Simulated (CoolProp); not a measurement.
Vapour-liquid equilibrium of hydrogen sulfide (1) + n-butane (2) at 54.15 °C; x and y are mole fractions of (1).

The numbers come from the multi-fluid Helmholtz-energy mixture model, Lemmon 2006 and Bücker 2006; pair parameters Kunz 2012 in CoolProp.

Q: Give the bubble pressure and the first vapour's composition at x = 0.2, 0.8, 0.95. Is there an azeotrope?

A: x = 0.2: 1423 kPa, y = 0.622; x = 0.8: 3323 kPa, y = 0.918; x = 0.95: 3732 kPa, y = 0.975. No azeotrope shows between x = 0.05 and 0.95.

The pair parameters rest on a limited set of measurements; away from them the model extrapolates.
